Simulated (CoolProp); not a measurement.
cis-2-butene along the isobar 5.38 MPa: density (kg/m³) from the reference equation and from simpler models built on Tc = 435.8 K, pc = 4.236 MPa, ω = 0.202; each cubic takes its own stable root.

Values from CoolProp's reference Helmholtz-energy equation of state, Lemmon 2005. It is a short technical equation, of lower accuracy than the large ones.

```
T (K)   phase  reference
-----  ------  ---------
261.8  liquid      662.3
283.2  liquid      639.5
304.6  liquid      615.7
326.1  liquid      590.5
347.5  liquid      563.3
368.9  liquid      533.3
390.3  liquid      498.7
411.8  liquid      455.8
433.2  liquid      393.5
```

How far does each simpler model (Redlich-Kwong, Soave-Redlich-Kwong) lie from the reference over these 9 states: mean and median of the absolute difference, and the worst?


- Redlich-Kwong: mean 11.8 %, median 10.8 %, worst -17.3 % at 433.2 K and 5.38 MPa
- Soave-Redlich-Kwong: mean 9.7 %, median 8.2 %, worst -16.9 % at 433.2 K and 5.38 MPa
